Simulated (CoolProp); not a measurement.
Saturation properties of n-decane (Tc = 344.5 °C, pc = 2.101 MPa, ω = 0.488).

Model: reference Helmholtz-energy equation of state, Lemmon 2006, in CoolProp. It is a short technical equation, of lower accuracy than the large ones.

```json
[
 {"T (°C)": "18.65", "p (MPa)": "0.0001158", "liquid density (kg/m³)": "731.4", "vapour density (kg/m³)": "0.006795", "liquid viscosity (µPa s)": "931"},
 {"T (°C)": "47.85", "p (MPa)": "0.0007781", "liquid density (kg/m³)": "708.7", "vapour density (kg/m³)": "0.04156", "liquid viscosity (µPa s)": "625"},
 {"T (°C)": "77.05", "p (MPa)": "0.003557", "liquid density (kg/m³)": "685.7", "vapour density (kg/m³)": "0.1748", "liquid viscosity (µPa s)": "452"},
 {"T (°C)": "106.25", "p (MPa)": "0.01221", "liquid density (kg/m³)": "662.3", "vapour density (kg/m³)": "0.5587", "liquid viscosity (µPa s)": "343"},
 {"T (°C)": "135.55", "p (MPa)": "0.03388", "liquid density (kg/m³)": "637.9", "vapour density (kg/m³)": "1.461", "liquid viscosity (µPa s)": "270"},
 {"T (°C)": "164.75", "p (MPa)": "0.07935", "liquid density (kg/m³)": "612.4", "vapour density (kg/m³)": "3.277", "liquid viscosity (µPa s)": "217"},
 {"T (°C)": "193.95", "p (MPa)": "0.1635", "liquid density (kg/m³)": "585.1", "vapour density (kg/m³)": "6.575", "liquid viscosity (µPa s)": "176"},
 {"T (°C)": "223.15", "p (MPa)": "0.3048", "liquid density (kg/m³)": "555.3", "vapour density (kg/m³)": "12.19", "liquid viscosity (µPa s)": "144"}
]
```

It boils at 174.1 °C under 1 atm.

Viscosity comes from a separate model (Huber 2004).
